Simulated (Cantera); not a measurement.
A perfectly stirred reactor is fed with H2 : O2 = 0.02 : 1 (molar parts), at 0.0133 bar; it is held at 1175 K, and followed from long to short residence time.

Computed with Cantera and GRI-Mech 3.0 (53 species, 325 reactions). Radical loss at walls, strong at low pressure, is not modelled.

x: mole fraction; the columns are a selection and need not sum to one.

```json
[
 {"τ (s)": "0.62", "x H2": "___", "x O2": "0.977", "x OH": "0.000680", "x H2O": "0.0192", "x HO2": "9.86e-7", "x H2O2": "3.47e-8"},
 {"τ (s)": "0.34", "x H2": "___", "x O2": "0.975", "x OH": "0.000813", "x H2O": "0.0190", "x HO2": "1.16e-6", "x H2O2": "3.77e-8"},
 {"τ (s)": "0.19", "x H2": "___", "x O2": "0.974", "x OH": "0.000959", "x H2O": "0.0188", "x HO2": "1.34e-6", "x H2O2": "4.08e-8"},
 {"τ (s)": "0.10", "x H2": "___", "x O2": "0.972", "x OH": "0.00114", "x H2O": "0.0185", "x HO2": "1.54e-6", "x H2O2": "4.48e-8"},
 {"τ (s)": "0.057", "x H2": "___", "x O2": "0.970", "x OH": "0.00131", "x H2O": "0.0181", "x HO2": "1.71e-6", "x H2O2": "4.95e-8"},
 {"τ (s)": "0.032", "x H2": "___", "x O2": "0.968", "x OH": "0.00151", "x H2O": "0.0176", "x HO2": "1.88e-6", "x H2O2": "5.62e-8"},
 {"τ (s)": "0.017", "x H2": "___", "x O2": "0.967", "x OH": "0.00176", "x H2O": "0.0170", "x HO2": "2.06e-6", "x H2O2": "6.70e-8"},
 {"τ (s)": "0.0096", "x H2": "___", "x O2": "0.967", "x OH": "0.00201", "x H2O": "0.0161", "x HO2": "2.22e-6", "x H2O2": "8.10e-8"},
 {"τ (s)": "0.0053", "x H2": "___", "x O2": "0.967", "x OH": "0.00230", "x H2O": "0.0149", "x HO2": "2.36e-6", "x H2O2": "9.99e-8"},
 {"τ (s)": "0.0029", "x H2": "___", "x O2": "0.968", "x OH": "0.00256", "x H2O": "0.0132", "x HO2": "2.45e-6", "x H2O2": "1.21e-7"}
]
```

Question: Fill in the missing entries.

Answer: 
- 0.62, x H2: 0.000111
- 0.34, x H2: 0.000156
- 0.19, x H2: 0.000218
- 0.10, x H2: 0.000319
- 0.057, x H2: 0.000453
- 0.032, x H2: 0.000662
- 0.017, x H2: 0.00103
- 0.0096, x H2: 0.00158
- 0.0053, x H2: 0.00250
- 0.0029, x H2: 0.00401
